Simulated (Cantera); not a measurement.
A closed system holds: 1 mol Si, 0.8 mol NF3, 2.8 mol H2, held at 10000 Pa.

Equilibrium computed with Cantera from the NASA thermochemical tables; the gas is ideal and each condensed phase is pure. Candidate condensed phases: Si, Si3N4; 37 gas species. The tables' values for SiF3, SiF2 are old estimates; treat these amounts as uncertain. The numbers say what is thermodynamically allowed, not how fast it happens.

x: gas mole fraction; n: condensed amount in mol.

| T (K) | x H2 | x SiF4 | x N2 | x SiHF3 | x HF | x SiF3 | n Si3N4(s) |
|---|---|---|---|---|---|---|---|
| 750 | 0.792 | 0.170 | 0.0377 | 3.35e-5 | 3.57e-5 | 6.71e-9 | 0.133 |
| 850 | 0.792 | 0.170 | 0.0377 | … | … | 2.28e-7 | 0.133 |
| 950 | 0.792 | 0.169 | 0.0377 | … | … | 3.67e-6 | 0.133 |
| 1050 | 0.792 | 0.169 | 0.0377 | 0.000799 | 0.000788 | 3.46e-5 | 0.133 |
| 1150 | 0.791 | 0.168 | 0.0378 | 0.00158 | 0.00153 | 0.000219 | 0.133 |
| 1250 | 0.789 | 0.166 | 0.0379 | 0.00278 | 0.00267 | 0.00102 | 0.133 |
| 1350 | 0.787 | 0.162 | 0.0384 | 0.00443 | 0.00427 | 0.00372 | 0.132 |

Q: What belongs in the gaps?

A: 
- 850, x SiHF3: 0.000124
- 850, x HF: 0.000128
- 950, x SiHF3: 0.000349
- 950, x HF: 0.000351
